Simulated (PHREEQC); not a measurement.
Make-up at 25 °C: 7.1 mmol/kgw H3PO4, 0.0029 mmol/kgw Ca(OH)2 and 21 mmol/kgw (NH4)2SO4. Closed to the air; pH follows from the charge balance.

Equilibrium calculation in PHREEQC: ion-association model, phreeqc.dat.

Precipitation was switched off in this run.

Q: Order these S species by the share of S that they hold, largest first: HSO4-, SO4-2, NH4SO4-.

A: SO4-2 (74 %), NH4SO4- (16 %), HSO4- (10 %)

The pH is 2.57 and the ionic strength 0.0573 mol/kgw.
